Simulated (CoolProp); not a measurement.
The numbers come from the reference Helmholtz-energy equation of state, Setzmann 1991 in CoolProp.

**Question.** For methane, give the phase and the Prandtl number at 579.8 K and 40.2 bar.

**Answer.** 
- 579.8 K and 40.2 bar: gas; Prandtl number 0.731

Viscosity comes from a separate model (Quiñones-Cisneros 2006). Thermal conductivity comes from a separate model (Friend 1989).
